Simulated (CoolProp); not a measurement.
Vapour pressure (MPa) of R125: the reference equation beside estimates from Tc = 66.0 °C, pc = 3.618 MPa, ω = 0.305. Clausius-Clapeyron is anchored at -27.05 °C with a constant enthalpy of vaporisation of 18.23 kJ/mol.

Computed with CoolProp (reference Helmholtz-energy equation of state, Lemmon 2005).

| T (°C) | reference | Lee-Kesler | Clausius-Clapeyron | van der Waals | Redlich-Kwong | Soave-Redlich-Kwong | Peng-Robinson |
|---|---|---|---|---|---|---|---|
| -40.55 | 0.1447 | 0.1444 | 0.1532 | 0.6527 | 0.2654 | 0.1444 | 0.1444 |
| -37.85 | 0.1633 | 0.1632 | 0.1707 | 0.6927 | ? | 0.1631 | 0.1628 |
| -35.15 | 0.1837 | 0.1837 | 0.1897 | 0.7343 | 0.3229 | 0.1836 | 0.1831 |
| -32.45 | 0.2060 | 0.2063 | 0.2104 | 0.7775 | 0.3548 | 0.2061 | ? |
| -29.75 | 0.2304 | 0.2308 | 0.2328 | 0.8224 | 0.3889 | 0.2307 | 0.2294 |
| -27.05 | 0.2569 | ? | 0.2569 | 0.8689 | 0.4253 | 0.2574 | 0.2557 |
| -24.35 | 0.2858 | 0.2866 | 0.2830 | 0.9170 | 0.4640 | 0.2865 | 0.2843 |
| -21.55 | 0.3182 | 0.3193 | 0.3122 | 0.9688 | 0.5067 | 0.3193 | 0.3166 |
| -18.85 | 0.3521 | 0.3534 | 0.3425 | 1.020 | 0.5505 | 0.3536 | 0.3502 |
| -16.15 | 0.3886 | 0.3902 | 0.3749 | 1.074 | 0.5969 | 0.3905 | 0.3866 |
| -13.45 | 0.4279 | 0.4298 | 0.4097 | ? | 0.6459 | 0.4304 | ? |

Problem. What belongs in the gaps?

Solution. 
- -37.85, Redlich-Kwong: 0.2931
- -32.45, Peng-Robinson: 0.2052
- -27.05, Lee-Kesler: 0.2576
- -13.45, van der Waals: 1.129
- -13.45, Peng-Robinson: 0.4257

Absolute difference from the reference over all 11 rows, mean and median: Lee-Kesler 0.2 and 0.3 %, Clausius-Clapeyron 2.7 and 2.7 %, van der Waals 245.7 and 238.2 %, Redlich-Kwong 66.2 and 65.6 %, Soave-Redlich-Kwong 0.3 and 0.2 %, Peng-Robinson 0.4 and 0.5 %.
